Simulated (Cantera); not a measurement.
An isothermal, constant-pressure homogeneous reactor starts with 3.38 % CH4, 96.6 % H2, at 2273 K and 8900 Pa.

Detailed kinetics in Cantera: GRI-Mech 3.0 (53 species, 325 reactions). GRI-Mech 3.0 stops at C3 and has no aromatics, soot or wall deposition, so with more carbon than oxygen in the feed, carbon stays in small species such as C2H2 where larger ones or solid carbon would form.

x: mole fraction; the columns are a selection and need not sum to one.

```json
[
 {"t (s)": "6.00e-6", "x CH4": "0.0337", "x H2": "0.966", "x C2H6": "4.23e-9", "x CH2": "3.04e-8", "x CH3": "0.000155", "x C2H2": "2.22e-10", "x H": "0.000213"},
 {"t (s)": "2.44e-5", "x CH4": "0.0332", "x H2": "0.965", "x C2H6": "1.40e-7", "x CH2": "6.53e-7", "x CH3": "0.000590", "x C2H2": "9.35e-8", "x H": "0.000890"},
 {"t (s)": "9.91e-5", "x CH4": "0.0313", "x H2": "0.963", "x C2H6": "1.78e-6", "x CH2": "9.93e-6", "x CH3": "0.00220", "x C2H2": "3.16e-5", "x H": "0.00359"},
 {"t (s)": "0.000403", "x CH4": "0.0226", "x H2": "0.958", "x C2H6": "4.63e-6", "x CH2": "5.94e-5", "x CH3": "0.00500", "x C2H2": "0.00260", "x H": "0.0113"},
 {"t (s)": "0.00164", "x CH4": "0.00612", "x H2": "0.963", "x C2H6": "5.19e-7", "x CH2": "4.33e-5", "x CH3": "0.00201", "x C2H2": "0.0122", "x H": "0.0169"},
 {"t (s)": "0.00665", "x CH4": "(withheld)", "x H2": "0.961", "x C2H6": "(withheld)", "x CH2": "(withheld)", "x CH3": "(withheld)", "x C2H2": "0.0156", "x H": "(withheld)"},
 {"t (s)": "0.0270", "x CH4": "0.000108", "x H2": "0.958", "x C2H6": "2.50e-10", "x CH2": "2.26e-6", "x CH3": "5.56e-5", "x C2H2": "0.0160", "x H": "0.0262"},
 {"t (s)": "0.110", "x CH4": "3.97e-5", "x H2": "0.956", "x C2H6": "3.96e-11", "x CH2": "9.33e-7", "x CH3": "2.16e-5", "x C2H2": "0.0161", "x H": "0.0277"},
 {"t (s)": "0.447", "x CH4": "3.85e-5", "x H2": "0.956", "x C2H6": "3.74e-11", "x CH2": "9.05e-7", "x CH3": "2.09e-5", "x C2H2": "0.0161", "x H": "0.0277"},
 {"t (s)": "1.82", "x CH4": "3.85e-5", "x H2": "0.956", "x C2H6": "3.74e-11", "x CH2": "9.05e-7", "x CH3": "2.09e-5", "x C2H2": "0.0161", "x H": "0.0277"},
 {"t (s)": "7.38", "x CH4": "3.85e-5", "x H2": "0.956", "x C2H6": "3.74e-11", "x CH2": "9.05e-7", "x CH3": "2.09e-5", "x C2H2": "0.0161", "x H": "0.0277"},
 {"t (s)": "30.0", "x CH4": "3.85e-5", "x H2": "0.956", "x C2H6": "3.74e-11", "x CH2": "9.05e-7", "x CH3": "2.09e-5", "x C2H2": "0.0161", "x H": "0.0277"}
]
```

Q: What belongs in the gaps?

A: 
- 0.00665, x CH4: 0.000772
- 0.00665, x C2H6: 1.06e-8
- 0.00665, x CH2: 1.09e-5
- 0.00665, x CH3: 0.000332
- 0.00665, x H: 0.0220
